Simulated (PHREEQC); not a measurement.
## Nickel, zinc or cadmium bath: an equilibrium model

Dissolve 0.092 mol/kgw ZnSO4, 4.5e-05 mol/kgw KCl and 0.0014 mol/kgw H2SO4 at 25 °C. It is in equilibrium with CO2 at log p = -3.5 (atm). Otherwise closed; pH follows from the charge balance.

All values are PHREEQC results (ion-association model, phreeqc.dat), not measurements.

- pH: 2.98
- ionic strength: 0.189 mol/kgw
- density: 1.012 g/cm³
- total alkalinity: -2.80 meq/kg

| species | molality | activity | log γ |
|---|---|---|---|
| Zn+2 | 0.0469 | 0.0142 | -0.517 |
| SO4-2 | 0.0365 | 0.0109 | -0.525 |
| ZnSO4 | 0.0349 | 0.0364 | 0.019 |
| Zn(SO4)2-2 | 0.0103 | 0.00323 | -0.502 |
| HSO4- | 0.00149 | 0.00111 | -0.126 |
| H+ | 0.00131 | 0.00105 | -0.097 |
| Cl- | 4.33e-5 | 3.12e-5 | -0.143 |
| K+ | 4.19e-5 | 3.00e-5 | -0.145 |
| CO2 | 1.03e-5 | 1.08e-5 | 0.019 |
| KSO4- | 3.07e-6 | 2.30e-6 | -0.125 |
| ZnCl+ | 1.66e-6 | 1.20e-6 | -0.141 |
| ZnOH+ | 1.98e-8 | 1.48e-8 | -0.126 |
| ZnHCO3+ | 1.09e-8 | 8.15e-9 | -0.126 |
| HCO3- | 6.07e-9 | 4.55e-9 | -0.125 |

This is a speciation only: nothing precipitates in the calculation.
